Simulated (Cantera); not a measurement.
An isothermal, constant-pressure homogeneous reactor starts with 31.3 % C₂H₆, 62.7 % N₂, 5.96 % H₂O, at 1523 K and 1.00 atm.

Cantera simulation using GRI-Mech 3.0 (53 species, 325 reactions); the numbers are that mechanism's predictions, not measurements. GRI-Mech 3.0 stops at C3 and has no aromatics, soot or wall deposition, so with more carbon than oxygen in the feed, carbon stays in small species such as C2H2 where larger ones or solid carbon would form.

Task: Predict: x(C₂H₆) at 2.00 s; x(C₂H₂) at 2.00 s; x(H) at 2.00 s; x(CH₄) at 2.00 s; x(HCN) at 2.00 s.

Result: 
| Property | Value |
|---|---|
| x(C₂H₆) at 2.00 s | 3.08e-5 (gas-phase equilibrium 2.26e-5) |
| x(C₂H₂) at 2.00 s | 0.159 (gas-phase equilibrium 0.0989) |
| x(H) at 2.00 s | 1.32e-5 (gas-phase equilibrium 1.40e-5) |
| x(CH₄) at 2.00 s | 0.0538 (gas-phase equilibrium 0.0474) |
| x(HCN) at 2.00 s | 2.04e-8 (gas-phase equilibrium 0.0933) |
